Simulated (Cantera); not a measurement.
A Cantera script and its output.

```python
import numpy as np
import cantera as ct

gas = ct.Solution("gri30.yaml")
gas.TPX = 1925, 22000, {'C2H6': 1, 'N2': 7.2, 'H2O': 0.45}
reactor = ct.IdealGasConstPressureReactor(gas, energy="off", clone=False)
net = ct.ReactorNet([reactor])
net.rtol, net.atol = 1e-08, 1e-18
show = ['C2H6', 'C2H', 'C2H4', 'HCN', 'CH3', 'H']
times = np.geomspace(8e-05, 2, 10)

steps = ct.SolutionArray(gas, extra=["t"])
rows = []
print(f"{'t/s':>10s}{'T/K':>9s}{'P/Pa':>11s}" + "".join(f"{s:>11s}" for s in show))
for t in times:
    while net.time < t:
        t_next = net.step()
        steps.append(gas.state, t=t_next)
    rows.append([np.interp(t, steps.t, y) for y in (steps.T, steps.P, *steps(*show).X.T)])
    print(f"{t:10.3e}{rows[-1][0]:9.1f}{rows[-1][1]:11.4g}" + "".join(f"{x:11.3e}" for x in rows[-1][2:]))
rate = np.gradient(steps.T, steps.t)
print("integrator steps:", len(steps.t))
if steps.T.max() > steps.T[0] + 200:
    print(f"time of steepest temperature rise: {steps.t[rate.argmax()]:.4e} s")
gas.TPX = 1925, 22000, {'C2H6': 1, 'N2': 7.2, 'H2O': 0.45}
gas.equilibrate("TP")
print(f"equilibrium (TP): T = {gas.T:.1f} K  " + "  ".join(f"{s} {gas[s].X[0]:.3e}" for s in show))
```

It prints:

```
       t/s      T/K       P/Pa       C2H6        C2H       C2H4        HCN        CH3          H
 8.000e-05   1925.0    2.2e+04  1.998e-04  1.061e-05  1.388e-02  1.593e-05  6.515e-03  1.515e-03
 2.465e-04   1925.0    2.2e+04  4.020e-05  5.943e-06  2.896e-03  1.747e-05  2.702e-03  7.923e-04
 7.593e-04   1925.0    2.2e+04  1.615e-05  4.538e-06  5.887e-04  1.851e-05  1.655e-03  6.084e-04
 2.339e-03   1925.0    2.2e+04  7.692e-06  4.714e-06  2.658e-04  2.043e-05  1.154e-03  6.528e-04
 7.207e-03   1925.0    2.2e+04  2.293e-06  5.369e-06  1.013e-04  2.529e-05  6.498e-04  7.863e-04
 2.220e-02   1925.0    2.2e+04  7.439e-07  5.600e-06  5.813e-05  3.663e-05  3.800e-04  9.106e-04
 6.840e-02   1925.0    2.2e+04  3.497e-07  4.917e-06  4.731e-05  6.276e-05  2.612e-04  9.569e-04
 2.107e-01   1925.0    2.2e+04  7.759e-08  4.308e-06  3.979e-05  1.095e-04  1.228e-04  9.921e-04
 6.492e-01   1925.0    2.2e+04  3.771e-09  4.173e-06  3.806e-05  1.558e-04  2.555e-05  1.004e-03
 2.000e+00   1925.0    2.2e+04  1.373e-09  4.176e-06  3.805e-05  1.934e-04  1.354e-05  1.006e-03
integrator steps: 1569
equilibrium (TP): T = 1925.0 K  C2H6 5.534e-10  C2H 1.636e-06  C2H4 1.491e-05  HCN 8.492e-02  CH3 8.647e-06  H 1.006e-03
```

Cantera simulation using GRI-Mech 3.0 (53 species, 325 reactions); the numbers are that mechanism's predictions, not measurements. GRI-Mech 3.0 stops at C3 and has no aromatics, soot or wall deposition, so with more carbon than oxygen in the feed, carbon stays in small species such as C2H2 where larger ones or solid carbon would form.
